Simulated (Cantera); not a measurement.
A closed system holds: 1 mol Si₃N₄, 0.0018 mol O₂, 210 mol H₂, at 13.3 mbar.

These are equilibrium values from Cantera (NASA tables, ideal gas, pure condensed phases), not measurements of a reactor. Candidate condensed phases: H₂O, Si, SiO₂, Si₂N₂O, Si₃N₄; 35 gas species. Mutual solubility and eutectic melting of coexisting phases are not modelled. Equilibrium is a limit: real reactors are often held back by kinetics, nucleation or transport.

### Question
Which condensed phases are stable at each of these points (T (K)): 1223, 1248, 1273, 1298, 1323, 1348, 1373, 1398, 1423, 1448, 1473, 1498, 1523, 1548?

### Answer
```csv
T (K),condensed phases,Si condensed (%)
1223,Si₂N₂O(s) + Si₃N₄(s),100.0
1248,Si(s) + Si₂N₂O(s) + Si₃N₄(s),100.0
1273,Si(s) + Si₂N₂O(s) + Si₃N₄(s),100.0
1298,Si(s) + Si₂N₂O(s) + Si₃N₄(s),100.0
1323,Si(s) + Si₂N₂O(s) + Si₃N₄(s),100.0
1348,Si(s) + Si₂N₂O(s) + Si₃N₄(s),100.0
1373,Si(s) + Si₂N₂O(s) + Si₃N₄(s),100.0
1398,Si(s) + Si₂N₂O(s) + Si₃N₄(s),100.0
1423,Si(s) + Si₂N₂O(s) + Si₃N₄(s),99.9
1448,Si(s) + Si₃N₄(s),99.9
1473,Si(s) + Si₃N₄(s),99.9
1498,Si(s) + Si₃N₄(s),99.9
1523,Si(s) + Si₃N₄(s),99.9
1548,Si(s) + Si₃N₄(s),99.8
```

At 1223 K the condensed part is Si₂N₂O(s) + Si₃N₄(s). From 1248 K to 1423 K the condensed part is Si(s) + Si₂N₂O(s) + Si₃N₄(s). From 1448 K to 1548 K the condensed part is Si(s) + Si₃N₄(s).
